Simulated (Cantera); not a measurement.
Input: 1 mol C6H6, 1.2 mol CO2, 0.52 mol H2, held at 19.0 bar.

These are equilibrium values from Cantera (NASA tables, ideal gas, pure condensed phases), not measurements of a reactor. Candidate condensed phases: C, C6H6, C7H8, C8H18, H2O; 110 gas species. Rates play no part. All values below are at 2148 K.

Base state: H2 0.590, CO 0.406, CH4 0.00195, C2H2 (acetylene) 0.00113, H 0.000734, H2O 0.000309, CH3 4.69e-5, CO2 4.16e-5 (mole fractions); condensed: C(graphite).

What changes in the equilibrium state with this change: pressure from 19.0 bar to 0.00640 bar?


```tsv
species	before	after
H2	0.590	0.562
CO	0.406	0.397
H	0.000734	0.0391
C2H4	3.95e-5	1.21e-8
CH4	0.00195	5.97e-7
C(graphite), mol	4.78	4.79
```
